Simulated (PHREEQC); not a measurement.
**Ultrapure water in contact with air or piping (model solution)**

Synthetic water in mg/L, 25 °C, pH 6.06, pe -1.2: Na 0.0863; K 0.0907; Ca 0.124; Mg 0.108; Cl 0.0682; S(6) as SO4 0.058; Alkalinity as HCO3 1.08; Li 0.00254.

Valence states are taken as typed.

Computed with PHREEQC (ion-association model, phreeqc.dat).

Precipitation was switched off in this run.

### Question
What charge-balance error does the model give?

### Answer
charge-balance error 1.5 %.

### Question
In which forms is C present?

### Answer
CO2 66 %, HCO3- 34 % of the C.

Complexes and solids missing from the database can't appear.
